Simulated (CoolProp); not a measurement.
Vapour-liquid equilibrium of hydrogen sulfide (1) + n-butane (2) at 264.6 K; x and y are mole fractions of (1).

Values from CoolProp's multi-fluid Helmholtz-energy mixture model, Lemmon 2006 and Bücker 2006; pair parameters Kunz 2012.

| x | bubble pressure (MPa) | y at the bubble point | dew pressure at overall composition x (MPa) | liquid density (mol/L) |
|---|---|---|---|---|
| 0.05 | 0.1548 | 0.533 | ___ | 10.73 |
| 0.15 | 0.2928 | 0.767 | 0.08668 | 11.29 |
| 0.25 | 0.4002 | 0.840 | 0.09802 | 12.01 |
| 0.35 | 0.4825 | 0.876 | ___ | 12.89 |
| 0.45 | 0.5463 | 0.898 | 0.1324 | ___ |
| 0.55 | 0.5977 | 0.915 | ___ | 15.28 |
| 0.65 | 0.6418 | 0.929 | 0.2030 | 16.86 |
| 0.75 | 0.6828 | ___ | 0.2755 | 18.76 |
| 0.85 | 0.7244 | 0.959 | 0.4210 | 20.99 |
| 0.95 | 0.7706 | ___ | 0.7020 | ___ |

Q: Complete the blanks.

A: 
- 0.05, dew pressure at overall composition x (MPa): 0.07766
- 0.35, dew pressure at overall composition x (MPa): 0.1127
- 0.45, liquid density (mol/L): 13.97
- 0.55, dew pressure at overall composition x (MPa): 0.1604
- 0.75, y at the bubble point: 0.943
- 0.95, y at the bubble point: 0.983
- 0.95, liquid density (mol/L): 23.57

No azeotrope shows between x = 0.05 and 0.95.

The pair parameters rest on a limited set of measurements; away from them the model extrapolates. With so large a gap from Raoult's law the liquid may split in two, which this calculation doesn't test in full.
